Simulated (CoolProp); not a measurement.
Hexamethyldisiloxane (MM) along the isobar 0.287 MPa: fugacity coefficient from the reference equation and from simpler models built on Tc = 518.7 K, pc = 1.931 MPa, ω = 0.418; each cubic takes its own stable root.

The numbers come from the reference Helmholtz-energy equation of state, Thol 2016 in CoolProp.

```json
[
 {"T (K)": "452.2", "phase": "gas", "reference": "0.9150", "van der Waals": "0.9390", "Redlich-Kwong": "0.9259", "Soave-Redlich-Kwong": "0.9191", "Peng-Robinson": "0.9132"},
 {"T (K)": "465.1", "phase": "gas", "reference": "0.9229", "van der Waals": "0.9429", "Redlich-Kwong": "0.9315", "Soave-Redlich-Kwong": "0.9264", "Peng-Robinson": "0.9206"},
 {"T (K)": "478", "phase": "gas", "reference": "0.9299", "van der Waals": "0.9465", "Redlich-Kwong": "0.9366", "Soave-Redlich-Kwong": "0.9330", "Peng-Robinson": "0.9273"},
 {"T (K)": "490.9", "phase": "gas", "reference": "0.9361", "van der Waals": "0.9498", "Redlich-Kwong": "0.9412", "Soave-Redlich-Kwong": "0.9389", "Peng-Robinson": "0.9333"},
 {"T (K)": "503.8", "phase": "gas", "reference": "0.9417", "van der Waals": "0.9528", "Redlich-Kwong": "0.9454", "Soave-Redlich-Kwong": "0.9443", "Peng-Robinson": "0.9387"},
 {"T (K)": "516.7", "phase": "gas", "reference": "0.9466", "van der Waals": "0.9556", "Redlich-Kwong": "0.9493", "Soave-Redlich-Kwong": "0.9491", "Peng-Robinson": "0.9437"},
 {"T (K)": "529.6", "phase": "gas", "reference": "0.9511", "van der Waals": "0.9582", "Redlich-Kwong": "0.9527", "Soave-Redlich-Kwong": "0.9535", "Peng-Robinson": "0.9482"},
 {"T (K)": "542.5", "phase": "gas", "reference": "0.9551", "van der Waals": "0.9606", "Redlich-Kwong": "0.9559", "Soave-Redlich-Kwong": "0.9575", "Peng-Robinson": "0.9523"},
 {"T (K)": "555.4", "phase": "gas", "reference": "0.9587", "van der Waals": "0.9628", "Redlich-Kwong": "0.9589", "Soave-Redlich-Kwong": "0.9612", "Peng-Robinson": "0.9561"},
 {"T (K)": "568.4", "phase": "gas", "reference": "0.9620", "van der Waals": "0.9649", "Redlich-Kwong": "0.9616", "Soave-Redlich-Kwong": "0.9645", "Peng-Robinson": "0.9596"},
 {"T (K)": "581.3", "phase": "gas", "reference": "0.9651", "van der Waals": "0.9668", "Redlich-Kwong": "0.9640", "Soave-Redlich-Kwong": "0.9676", "Peng-Robinson": "0.9627"},
 {"T (K)": "594.2", "phase": "gas", "reference": "0.9678", "van der Waals": "0.9686", "Redlich-Kwong": "0.9663", "Soave-Redlich-Kwong": "0.9704", "Peng-Robinson": "0.9656"},
 {"T (K)": "607.1", "phase": "gas", "reference": "0.9703", "van der Waals": "0.9702", "Redlich-Kwong": "0.9684", "Soave-Redlich-Kwong": "0.9729", "Peng-Robinson": "0.9683"},
 {"T (K)": "620", "phase": "gas", "reference": "0.9726", "van der Waals": "0.9718", "Redlich-Kwong": "0.9704", "Soave-Redlich-Kwong": "0.9753", "Peng-Robinson": "0.9708"}
]
```
